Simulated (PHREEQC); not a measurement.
Model water analysis in mg/kgw, 25 °C, pH 6.25, pe -1.9: Na 6.27; K 19.3; Ca 12.3; Mg 0.312; Cl 16.8; S(6) as SO4 10.3; Alkalinity as HCO3 44.9; Zn 0.975; Si as SiO2 0.0622.

Cl is adjusted to close the charge balance.
Valence states are taken as typed.

All values are PHREEQC results (ion-association model, phreeqc.dat), not measurements.

No solid was allowed to form.

Order these Zn species by the share of Zn that they hold, largest first: ZnCO3, ZnSO4, ZnHCO3+, Zn+2, ZnOH+.

Zn+2 (90 %), ZnHCO3+ (6.9 %), ZnSO4 (1.5 %), ZnCO3 (0.87 %), ZnOH+ (0.15 %)

The pH is 6.25 and the ionic strength 0.00185 mol/kgw.
